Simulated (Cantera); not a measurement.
Mixture: 5.54 % CH4, 18.8 % O2, 70.3 % N2, 5.37 % H2O, equivalence ratio 0.59, at 5.23 atm, adiabatic and at constant pressure. Ignition delay is the time to a rise of 400 K.

Model: GRI-Mech 3.0 (53 species, 325 reactions), integrated in Cantera.

**Question.** Predict: delay at 1100 K; delay at 1175 K; delay at 1250 K; delay at 1325 K; delay at 1400 K; apparent activation energy between 1250 and 1400 K.

**Answer.** 
```json
{
 "delay at 1100 K": "28.8 ms",
 "delay at 1175 K": "10.4 ms",
 "delay at 1250 K": "4.12 ms",
 "delay at 1325 K": "1.74 ms",
 "delay at 1400 K": "0.778 ms",
 "apparent activation energy between 1250 and 1400 K": "160 kJ/mol"
}
```
